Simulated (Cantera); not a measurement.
Ammonia decomposition in nitride growth gas

An isothermal, constant-pressure homogeneous reactor starts with 65.8 % NH3, 34.2 % H2, at 1525 K and 20.0 Torr.

Model: the gas-phase N/H chemistry of the illustrative SiF4/NH3 mechanism in the Surface Chemkin manual (1991), integrated in Cantera. Walls and surfaces, which speed up NH3 decomposition in real reactors, are not modelled.

| t (s) | x NH3 | x H2 | x N | x N2 | x H | x NH | x N2H4 |
|---|---|---|---|---|---|---|---|
| 4.00e-5 | 0.658 | 0.342 | <1e-12 | <1e-12 | 3.84e-9 | <1e-12 | <1e-12 |
| 0.000113 | 0.658 | 0.342 | <1e-12 | <1e-12 | 9.34e-9 | <1e-12 | <1e-12 |
| 0.000318 | 0.658 | 0.342 | <1e-12 | <1e-12 | 2.48e-8 | <1e-12 | <1e-12 |
| 0.000896 | 0.658 | 0.342 | <1e-12 | <1e-12 | 6.85e-8 | 4.64e-12 | <1e-12 |
| 0.00253 | 0.658 | 0.342 | <1e-12 | 2.16e-11 | 1.92e-7 | 3.98e-11 | 1.18e-12 |
| 0.00712 | 0.658 | 0.342 | <1e-12 | 9.10e-10 | 5.38e-7 | 3.24e-10 | 1.06e-11 |
| 0.0201 | 0.658 | 0.342 | 8.19e-12 | 2.77e-8 | 1.51e-6 | 2.59e-9 | 8.74e-11 |
| 0.0566 | 0.658 | 0.342 | 1.78e-10 | 7.18e-7 | 4.24e-6 | 2.03e-8 | 6.96e-10 |
| 0.159 | 0.658 | 0.342 | 2.93e-9 | 1.72e-5 | 1.10e-5 | 1.34e-7 | 4.68e-9 |
| 0.449 | 0.657 | 0.343 | 8.59e-9 | 0.000195 | 1.60e-5 | 2.79e-7 | 9.83e-9 |
| 1.27 | 0.655 | 0.344 | 8.76e-9 | 0.000804 | 1.62e-5 | 2.82e-7 | 9.92e-9 |
| 3.57 | 0.649 | 0.348 | 8.78e-9 | 0.00251 | 1.64e-5 | 2.81e-7 | 9.80e-9 |
| 10.1 | 0.634 | 0.359 | 8.84e-9 | 0.00718 | 1.71e-5 | 2.80e-7 | 9.49e-9 |
| 28.4 | 0.593 | 0.387 | 8.96e-9 | 0.0194 | 1.88e-5 | 2.75e-7 | 8.69e-9 |
| 80.0 | 0.499 | 0.453 | 9.17e-9 | 0.0480 | 2.33e-5 | 2.60e-7 | 6.86e-9 |
x: mole fraction; the columns are a selection and need not sum to one.

Equilibrium at this temperature and pressure: NH3 4.83e-7, H2 0.801, N <1e-12, N2 0.198, H 0.000131, NH 2.60e-12, N2H4 <1e-12 (gas phase only).
